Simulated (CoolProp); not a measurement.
Values from CoolProp's reference Helmholtz-energy equation of state, de Vries 1995.

### Question
Give the vapour pressure (MPa), liquid density (kg/m³), vapour density (kg/m³), surface tension (mN/m) of saturated R124 at 245.8, 307.8, 312.6 K.

### Answer
```csv
T (K),p (MPa),liquid density (kg/m³),vapour density (kg/m³),surface tension (mN/m)
245.8,0.0507,1520,3.48,16.2
307.8,0.510,1320,31.4,8.52
312.6,0.584,1300,35.9,7.97
```

Surface tension comes from a separate correlation (Mulero 2012).
